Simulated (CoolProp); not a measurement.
20 sccm (0 °C, 1 atm) of nitrogen bubbles through liquid isohexane at 287 K and leaves saturated at a total pressure of 0.15 MPa (ideal gas phase). Each further row changes one setting.

Model: reference Helmholtz-energy equation of state, Lemmon 2006, in CoolProp. It is a short technical equation, of lower accuracy than the large ones.

| case | vapour pressure (kPa) | mole fraction of vapour | delivery (mg/min) | delivery (sccm) | change of delivery for a bath 1 K warmer (%) |
|---|---|---|---|---|---|
| as stated | 17.4 | 0.116 | 10.1 | 2.63 | 5.3 |
| bath temperature 292 K | 21.8 | 0.145 | 13.0 | 3.39 | 5.2 |
| total pressure 0.3 MPa | 17.4 | 0.0581 | 4.74 | 1.23 | 4.9 |
